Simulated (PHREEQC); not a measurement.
Dissolve 56 mmol/kgw CsOH, 0.84 mmol/kgw H3BO3 and 25 mmol/kgw K3PO4 at 70 °C. Closed to the air; pH follows from the charge balance.

Model: ion-association model, wateq4f.dat, run in PHREEQC.

### Question
The ionic strength comes out as 0.184 mol/kgw. What activity coefficients do KHPO4-, OH-, HPO4-2, Cs+, K+ get?

### Answer
KHPO4- 0.73, OH- 0.69, HPO4-2 0.28, Cs+ 0.73, K+ 0.70.

Precipitation was switched off in this run. Species that the database lacks are ignored. H3PO4, which wateq4f.dat lacks, is added to it with the constant of phreeqc.dat. Away from 25 °C the constants follow the database's enthalpies or fits; those with neither stay at their 25 °C values.
